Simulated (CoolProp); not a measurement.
1,2-dichloroethane along the isobar 181 bar: Z from the reference equation and from simpler models built on Tc = 561.6 K, pc = 52.26 bar, ω = 0.269; each cubic takes its own stable root.

Values from CoolProp's reference Helmholtz-energy equation of state, Thol 2015.

```json
[
 {"T (K)": "343.8", "phase": "liquid", "reference": "0.5221"},
 {"T (K)": "355.1", "phase": "liquid", "reference": "0.5123"},
 {"T (K)": "366.3", "phase": "liquid", "reference": "0.5034"},
 {"T (K)": "377.6", "phase": "liquid", "reference": "0.4953"},
 {"T (K)": "388.9", "phase": "liquid", "reference": "0.4879"},
 {"T (K)": "400.2", "phase": "liquid", "reference": "0.4813"},
 {"T (K)": "411.5", "phase": "liquid", "reference": "0.4754"},
 {"T (K)": "422.8", "phase": "liquid", "reference": "0.4702"},
 {"T (K)": "434.1", "phase": "liquid", "reference": "0.4656"},
 {"T (K)": "445.3", "phase": "liquid", "reference": "0.4617"},
 {"T (K)": "456.6", "phase": "liquid", "reference": "0.4583"},
 {"T (K)": "467.9", "phase": "liquid", "reference": "0.4556"}
]
```

Question: How far does each simpler model (van der Waals, Redlich-Kwong, Soave-Redlich-Kwong, Peng-Robinson) lie from the reference over these 12 states: mean and median of the absolute difference, and the worst?

Answer: 
- van der Waals: mean 62.1 %, median 62.3 %, worst +66.6 % at 343.8 K and 181 bar
- Redlich-Kwong: mean 15.8 %, median 15.8 %, worst +16.2 % at 343.8 K and 181 bar
- Soave-Redlich-Kwong: mean 12.8 %, median 12.7 %, worst +13.5 % at 343.8 K and 181 bar
- Peng-Robinson: mean 0.3 %, median 0.2 %, worst +0.9 % at 343.8 K and 181 bar
